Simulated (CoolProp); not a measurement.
Aqueous ethanol as a coolant, 13 % by mass, freezing at -6.1 °C, 1 atm.

Values from CoolProp's Melinder's fits for secondary coolants.

| T (°C) | Prandtl number | density (kg/m³) | conductivity (W/(m K)) | viscosity (mPa s) |
|---|---|---|---|---|
| -1 | 37.3 | 982.1 | 0.485 | 4.09 |
| 5.7 | 26.4 | 981.3 | 0.493 | 2.96 |
| 12.3 | 19.7 | 980.0 | 0.500 | 2.26 |
| 18.9 | 15.2 | 978.3 | 0.508 | 1.78 |
| 25.6 | 12.1 | 976.0 | 0.516 | 1.44 |
| 32.2 | 9.84 | 973.4 | 0.523 | 1.20 |
| 38.8 | 8.15 | 970.5 | 0.530 | 1.01 |
